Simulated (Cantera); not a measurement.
Input (Python, Cantera) and output of one run.

```python
import numpy as np
import cantera as ct

gas_names = """
    H HNO HNO2 HNO3 HO2 H2 H2O H2O2 H2S H2SO4 N NH NH2 NH3 NH2OH NO NO2 NO3 N2 N2H2 N2H4 N2O O OH O2 O3
    S SH SN SO SO2 SO3 S2 S2O S8
""".split()
cond_names = """
    H2O(s) H2O(L) H2SO4(L) S(cr1) S(cr2) S(L)
""".split()


# ... load() reads the species with a 1 bar reference pressure and builds the phases ...
atoms = {
    'SO2': {'S': 1, 'O': 2},
    'H2': {'H': 2},
    'N2': {'N': 2},
}
top_T = {}  # K; cautious upper limits of use, not melting points


# ... equilibrate(T, P, feed) seeds the gas with the atoms and calls Mixture.equilibrate('TP', solver="vcs", rtol=1e-11, max_steps=5000) ...
results = []
feed = {'SO2': 1, 'H2': 7.6, 'N2': 0.22}  # mol
T = 900  # K
P = 410  # Pa
mix = equilibrate(T, P, feed)
results.append((T, P, feed, dict(zip(mix.species_names, mix.species_moles))))
print(gas.report(threshold=1e-05))
for i in range(1, mix.n_phases):
    print(f"{mix.phase(i).name:16s} {mix.phase_moles(i):12.5e} mol")
```

It prints:

```
       temperature   900 K
          pressure   410 Pa
           density   0.00059932 kg/m^3
  mean mol. weight   10.938 kg/kmol
   phase of matter   gas

                          1 kg             1 kmol
                     ---------------   ---------------
          enthalpy       -4.1078e+06       -4.4932e+07  J
   internal energy       -4.7919e+06       -5.2415e+07  J
           entropy             22543        2.4658e+05  J/K
    Gibbs function       -2.4397e+07       -2.6686e+08  J
 heat capacity c_p            3146.1             34413  J/K
 heat capacity c_v            2385.9             26098  J/K

                      mass frac. Y      mole frac. X     chem. pot. / RT
                     ---------------   ---------------   ---------------
                H2           0.10843           0.58832           -23.277
               H2O           0.42119           0.25574           -63.722
               H2S           0.39799           0.12775           -36.966
                N2          0.072046          0.028131           -33.665
                S2        0.00033225         5.668e-05           -27.377
     [  +30 minor]        6.0772e-06        2.1592e-06

H2SO4(L)          0.00000e+00 mol
S(L)              0.00000e+00 mol
```

Cantera equilibrium calculation (NASA polynomials, part measured and part estimated; ideal gas, pure solids and liquids).
